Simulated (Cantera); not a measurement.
Input: 1 mol AlCl₃, 7 mol N₂, 0.47 mol O₂, at 13.3 mbar.

Equilibrium computed with Cantera from the NASA thermochemical tables; the gas is ideal and each condensed phase is pure. Candidate condensed phases: Al, AlCl₃, AlN, Al₂O₃; 24 gas species. The tables' values for AlCl₂ are old estimates; treat these amounts as uncertain. Rates play no part. All values below are at 1898 K.

Base state: N₂ 0.758, Cl 0.200, AlCl₃ 0.0398, Cl₂ 0.00222, AlCl₂ 0.000564, AlOCl 9.55e-5, NO 3.88e-5, AlCl 1.93e-5 (mole fractions); condensed: Al₂O₃(s).

**Question.** What changes in the equilibrium state with this change: O₂ from 0.47 to 8.1 mol?

**Answer.** 
| species | before | after |
|---|---|---|
| O₂ | 1.01e-5 | 0.420 |
| N₂ | 0.758 | 0.401 |
| Cl | 0.200 | 0.170 |
| AlCl₃ | 0.0398 | 8.40e-6 |
| AlCl₂ | 0.000564 | 1.40e-7 |
| AlCl | 1.93e-5 | 5.64e-9 |
| Al₂O₃(s), mol | 0.313 | 0.500 |

**Question.** What changes in the equilibrium state with this change: O₂ from 0.47 to 9.9 mol?

**Answer.** 
| species | before | after |
|---|---|---|
| O₂ | 1.01e-5 | 0.474 |
| N₂ | 0.758 | 0.363 |
| Cl | 0.200 | 0.154 |
| AlCl₃ | 0.0398 | 5.73e-6 |
| AlCl₂ | 0.000564 | 1.05e-7 |
| AlCl | 1.93e-5 | 4.67e-9 |
| O | 8.07e-6 | 0.00175 |
| Al₂O₃(s), mol | 0.313 | 0.500 |
